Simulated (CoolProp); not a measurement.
Values from CoolProp's reference Helmholtz-energy equation of state, Span 2000.

Question: For nitrogen, give the phase and the cv (kJ/(kg K)) at -137.35 °C and 1.7 bar; -137.35 °C and 13.6 bar.

Answer: 
- -137.35 °C and 1.7 bar: gas; cv 0.747
- -137.35 °C and 13.6 bar: gas; cv 0.788
